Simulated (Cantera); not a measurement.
Source: NASA polynomial tables (part measured, part estimated), evaluated in Cantera. Values are per mole of reaction as written; species without (g) are pure solids or liquids, kept so even where they would boil at 1 bar.

Task: Between 450 and 1500 K, where is each reaction favourable under standard conditions?
- Ti + O₂(g) ⇌ TiO₂
- 4 Al + O₂(g) ⇌ 2 Al₂O(g)
- 1.333 Cr + O₂(g) ⇌ 0.6667 Cr₂O₃

Result: 
- Ti + O₂(g) ⇌ TiO₂: ΔG° is -861 kJ at 450 K and -674 kJ at 1500 K; it stays negative (K > 1). ΔH° is -939 kJ and ΔS° -177 J/K at 1500 K.
- 4 Al + O₂(g) ⇌ 2 Al₂O(g): ΔG° is -373 kJ at 450 K and -509 kJ at 1500 K; it stays negative (K > 1). ΔH° is -376 kJ and ΔS° 89 J/K at 1500 K.
- 1.333 Cr + O₂(g) ⇌ 0.6667 Cr₂O₃: ΔG° is -675 kJ at 450 K and -496 kJ at 1500 K; it stays negative (K > 1). ΔH° is -748 kJ and ΔS° -168 J/K at 1500 K.
